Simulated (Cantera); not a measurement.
A Cantera script and what it prints.

```python
import numpy as np
import cantera as ct

gas_names = """
    F
""".split()
cond_names = """
    CaF2(a) CaF2(b) CaF2(L) Ca(a) Ca(b) Ca(L)
""".split()


# ... load() reads the species with a 1 bar reference pressure and builds the phases ...
species = {s.name: s for s in load("nasa_gas.yaml", gas_names) + load("nasa_condensed.yaml", cond_names)}
# Each term lists the table entries of one substance; the one whose range holds T is used.
reactions = {
    'CaF2 = 2 F(g) + Ca':
        [(-1, ['CaF2(a)', 'CaF2(b)', 'CaF2(L)']), (2, ['F']), (1, ['Ca(a)', 'Ca(b)', 'Ca(L)'])],
}


def pick(names, T):
    return next(species[n] for n in names if species[n].thermo.min_temp <= T <= species[n].thermo.max_temp)


results = []
for label, terms in reactions.items():
    print(label)
    print("     T/K   dH/kJ  dS/(J/K)   dG/kJ   log10 K")
    for T in [425, 625, 825, 1025, 1225, 1425, 1625, 1825, 2025, 2225]:
        used = [(nu, pick(names, T)) for nu, names in terms]
        dH = sum(nu * s.thermo.h(T) for nu, s in used) / 1e6
        dS = sum(nu * s.thermo.s(T) for nu, s in used) / 1e3
        dG = dH - T * dS / 1e3
        logK = -dG * 1e6 / (ct.gas_constant * T * np.log(10))
        results.append((label, T, dH, dS, dG, logK, [s.name for _, s in used]))
        print(f"{T:8g} {dH:8.1f} {dS:8.1f} {dG:8.1f} {logK:8.2f}")
```

It prints:

```
CaF2 = 2 F(g) + Ca
     T/K   dH/kJ  dS/(J/K)   dG/kJ   log10 K
     425   1384.6    291.3   1260.8  -154.96
     625   1383.9    289.9   1202.7  -100.51
     825   1383.3    289.2   1144.7   -72.48
    1025   1380.5    286.2   1087.2   -55.40
    1225   1385.9    291.1   1029.4   -43.89
    1425   1377.0    284.6    971.5   -35.61
    1625   1368.2    278.8    915.2   -29.42
    1825   1332.8    257.9    862.2   -24.68
    2025   1328.8    255.8    810.8   -20.91
    2225   1324.8    253.9    759.8   -17.84
```

Standard-state values (1 bar) from the NASA 1993 polynomials, evaluated with Cantera. Condensed species are held in their standard states even where they would react or evaporate.
